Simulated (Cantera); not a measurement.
Input: 1 mol Fe, 0.26 mol HCl, 0.7 mol N₂, held at 4000 Pa.

These are equilibrium values from Cantera (NASA tables, ideal gas, pure condensed phases), not measurements of a reactor. Candidate condensed phases: Fe, FeCl₂, FeCl₃, NH₄Cl; 18 gas species. Rates play no part. All values below are at 952 °C.

Base state: N₂ 0.729, HCl 0.119, H₂ 0.0758, FeCl₂ 0.0756, Fe₂Cl₄ 0.000113 (mole fractions); condensed: Fe(γ).

**Question.** What changes in the equilibrium state with this change: Fe replaced by AlN?

**Answer.** 
| species | before | after |
|---|---|---|
| N₂ | 0.729 | 0.765 |
| H₂ | 0.0758 | 0.108 |
| AlCl₃ | 0 | 0.0722 |
| FeCl₂ | 0.0756 | 0 |
| HCl | 0.119 | 0.0539 |
| AlCl₂ | 0 | 0.000122 |
| Fe₂Cl₄ | 0.000113 | 0 |
| Fe(γ), mol | 0.927 | 0 |
| AlN(s), mol | 0 | 0.931 |
The tables' values for AlCl₂ are old estimates; treat these amounts as uncertain. Further candidate phases: Al, AlCl₃, AlN.
